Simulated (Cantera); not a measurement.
A Cantera script and what it prints.

```python
import numpy as np
import cantera as ct

gas_names = """
    H HO2 H2 H2O H2O2 O OH O2 O3 P PH PH3 PO PO2 P2 P4 P4O10
""".split()
cond_names = """
    H2O(s) H2O(L) P(cr) P(L) P4O10(s)
""".split()


# ... load() reads the species with a 1 bar reference pressure and builds the phases ...
atoms = {
    'PH3': {'P': 1, 'H': 3},
    'H2O': {'H': 2, 'O': 1},
    'H2': {'H': 2},
}
top_T = {'P4O10(s)': 690}  # K; cautious upper limits of use, not melting points


# ... equilibrate(T, P, feed) seeds the gas with the atoms and calls Mixture.equilibrate('TP', solver="vcs", rtol=1e-11, max_steps=5000) ...
results = []
feed = {'PH3': 1, 'H2O': 2, 'H2': 0.25}  # mol
P = 12  # Pa
for T in [2523, 2623, 2723, 2823, 2923, 3023, 3123, 3223, 3323, 3423]:
    mix = equilibrate(T, P, feed)
    results.append((T, P, feed, dict(zip(mix.species_names, mix.species_moles))))

top = {s: max(r[3][s] / sum(r[3][g] for g in gas_names) for r in results) for s in gas_names}
cols = sorted((s for s in top if top[s] > 0.001), key=lambda s: -top[s])[:8]
seen = [c for c in cond_names if any(r[3].get(c, 0) > 1e-12 for r in results)]
print("log10 of partial pressures in bar; condensed amounts in mol")
print(f"{'T/K':>10s}" + "".join(f"{s[:9]:>10s}" for s in cols + seen))
for T, P, feed, n in results:
    ng = sum(n[g] for g in gas_names)
    print(f"{T:10.4g}" + "".join(f"{np.log10(max(n[s] / ng * P / 1e5, 1e-99)):10.3f}" for s in cols)
          + "".join(f"{n.get(c, 0):10.4g}" for c in seen))
```

Output:

```
log10 of partial pressures in bar; condensed amounts in mol
       T/K         H         O        PO         P        H2        OH       PO2       H2O
      2523    -4.076    -4.998    -4.901    -6.424    -5.040    -5.779    -5.947    -6.071
      2623    -4.051    -4.918    -4.927    -6.049    -5.351    -6.028    -6.318    -6.703
      2723    -4.042    -4.862    -4.976    -5.709    -5.669    -6.292    -6.705    -7.336
      2823    -4.043    -4.808    -5.063    -5.437    -5.981    -6.543    -7.105    -7.939
      2923    -4.048    -4.755    -5.200    -5.241    -6.282    -6.780    -7.530    -8.508
      3023    -4.054    -4.711    -5.388    -5.112    -6.566    -7.009    -7.993    -9.049
      3123    -4.059    -4.681    -5.619    -5.034    -6.831    -7.233    -8.492    -9.565
      3223    -4.063    -4.663    -5.875    -4.991    -7.076    -7.453    -9.010   -10.057
      3323    -4.065    -4.653    -6.141    -4.968    -7.305    -7.665    -9.529   -10.524
      3423    -4.066    -4.647    -6.406    -4.956    -7.519    -7.869   -10.036   -10.966
```

Cantera equilibrium calculation (NASA polynomials, part measured and part estimated; ideal gas, pure solids and liquids). Gases not in the tables: HPO2, HPO3 and P4O6.
